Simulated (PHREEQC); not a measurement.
**Leach liquor (model solution)**

Consider water at 20 °C with 4.8 mmol/kgw H2SO4 and 160 mmol/kgw FeSO4. Closed to the air; pH follows from the charge balance.

Equilibrium calculation in PHREEQC: ion-association model, phreeqc.dat.

Each row changes one thing in this solution. No solid was allowed to form.

```json
[
 {"case": "as made", "pH": "2.66", "ionic strength (mol/kgw)": "0.345", "SO4-2 (mol/kgw)": "0.0849", "HSO4- (mol/kgw)": "0.00528"},
 {"case": "H2SO4 from 0.0048 to 0.00528 mol/kgw", "pH": "2.62", "ionic strength (mol/kgw)": "0.345", "SO4-2 (mol/kgw)": "0.0848", "HSO4- (mol/kgw)": "0.00581"},
 {"case": "0.043 mol/kgw (CH3)4NCl added", "pH": "2.66", "ionic strength (mol/kgw)": "0.399", "SO4-2 (mol/kgw)": "0.0883", "HSO4- (mol/kgw)": "0.00526"},
 {"case": "FeSO4 left out", "pH": "2.13", "ionic strength (mol/kgw)": "0.0113", "SO4-2 (mol/kgw)": "0.00327", "HSO4- (mol/kgw)": "0.00153"},
 {"case": "temperature from 20 to 10 °C", "pH": "2.62", "ionic strength (mol/kgw)": "0.368", "SO4-2 (mol/kgw)": "0.0907", "HSO4- (mol/kgw)": "0.00501"},
 {"case": "H2SO4 replaced by NaHSO4 at the same molality", "pH": "2.97", "ionic strength (mol/kgw)": "0.349", "SO4-2 (mol/kgw)": "0.0868", "HSO4- (mol/kgw)": "0.00266"},
 {"case": "H2SO4 left out", "pH": "5.89", "ionic strength (mol/kgw)": "0.342", "SO4-2 (mol/kgw)": "0.0856", "HSO4- (mol/kgw)": "3.16e-6"}
]
```

Species that the database lacks are ignored. (CH3)4N+ isn't in the database: it is added as a free cation with an ion size of 4 Å. Away from 25 °C the constants follow the database's enthalpies or fits; those with neither stay at their 25 °C values.
